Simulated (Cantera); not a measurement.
# C2H2 + O2 + H2 + H2O (carbon deposition, reforming and gasification)

A closed system holds: 1 mol C2H2, 0.16 mol O2, 0.34 mol H2, 0.15 mol H2O, held at 2.90 bar.

Equilibrium computed with Cantera from the NASA thermochemical tables; the gas is ideal and each condensed phase is pure. Candidate condensed phases: C, C6H6, C7H8, C8H18, H2O; 110 gas species. Kinetics and transport are ignored.

From 1673 K to 2173 K the condensed part is C(graphite). The main C-bearing gas is CO throughout.

```json
[
 {"T (K)": "1673", "x H2": "0.758", "x CO": "0.240", "x H": "5.82e-5", "x CH4": "0.00202", "x C2H2 (acetylene)": "4.32e-5", "n C(graphite)": "1.53"},
 {"T (K)": "1723", "x H2": "0.758", "x CO": "0.240", "x H": "9.32e-5", "x CH4": "0.00168", "x C2H2 (acetylene)": "6.86e-5", "n C(graphite)": "1.53"},
 {"T (K)": "1773", "x H2": "0.758", "x CO": "0.240", "x H": "0.000145", "x CH4": "0.00141", "x C2H2 (acetylene)": "0.000106", "n C(graphite)": "1.53"},
 {"T (K)": "1823", "x H2": "0.758", "x CO": "0.240", "x H": "0.000222", "x CH4": "0.00119", "x C2H2 (acetylene)": "0.000160", "n C(graphite)": "1.53"},
 {"T (K)": "1873", "x H2": "0.758", "x CO": "0.240", "x H": "0.000330", "x CH4": "0.00102", "x C2H2 (acetylene)": "0.000237", "n C(graphite)": "1.53"},
 {"T (K)": "1923", "x H2": "0.758", "x CO": "0.240", "x H": "0.000482", "x CH4": "0.000876", "x C2H2 (acetylene)": "0.000342", "n C(graphite)": "1.53"},
 {"T (K)": "1973", "x H2": "0.758", "x CO": "0.240", "x H": "0.000690", "x CH4": "0.000761", "x C2H2 (acetylene)": "0.000486", "n C(graphite)": "1.53"},
 {"T (K)": "2023", "x H2": "0.758", "x CO": "0.240", "x H": "0.000971", "x CH4": "0.000665", "x C2H2 (acetylene)": "0.000677", "n C(graphite)": "1.53"},
 {"T (K)": "2073", "x H2": "0.757", "x CO": "0.240", "x H": "0.00134", "x CH4": "0.000586", "x C2H2 (acetylene)": "0.000928", "n C(graphite)": "1.53"},
 {"T (K)": "2123", "x H2": "0.757", "x CO": "0.240", "x H": "0.00183", "x CH4": "0.000519", "x C2H2 (acetylene)": "0.00125", "n C(graphite)": "1.52"},
 {"T (K)": "2173", "x H2": "0.756", "x CO": "0.240", "x H": "0.00246", "x CH4": "0.000462", "x C2H2 (acetylene)": "0.00167", "n C(graphite)": "1.52"}
]
```
x: gas mole fraction; n: condensed amount in mol.
